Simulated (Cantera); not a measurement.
**Thermodynamics of silicon oxide and oxynitride deposition, feed SiH4 + H2O + H2**

Feed: 1 mol SiH4, 0.28 mol H2O, 6.5 mol H2, equilibrated at 7.80 Pa.

Cantera equilibrium calculation (NASA polynomials, part measured and part estimated; ideal gas, pure solids and liquids). Candidate condensed phases: H2O, Si, SiO2; 18 gas species. Gases not in the tables: Si2H6 and higher silanes. The numbers say what is thermodynamically allowed, not how fast it happens.

| T (K) | x H2 | x H | x Si | x SiO | n Si(s) | n Si(l) |
|---|---|---|---|---|---|---|
| 1323 | 0.969 | 0.000177 | 1.14e-6 | 0.0309 | 0.720 | 0 |
| 1423 | 0.968 | 0.000740 | 1.96e-5 | 0.0309 | 0.720 | 0 |
| 1523 | 0.966 | 0.00257 | 0.000231 | 0.0309 | 0.718 | 0 |
| 1623 | 0.960 | 0.00767 | 0.00201 | 0.0307 | 0.701 | 0 |
| 1723 | 0.937 | 0.0200 | 0.0126 | 0.0302 | 0 | 0.600 |
| 1823 | 0.868 | 0.0457 | 0.0567 | 0.0284 | 0 | 0.147 |
| 1923 | 0.807 | 0.0958 | 0.0692 | 0.0273 | 0 | 0 |
x: gas mole fraction; n: condensed amount in mol.

From 1323 K to 1623 K the condensed part is Si(s). From 1723 K to 1823 K the condensed part is Si(l). At 1923 K nothing is condensed. The main Si-bearing gas is SiO at 1323 K and Si at 1923 K.
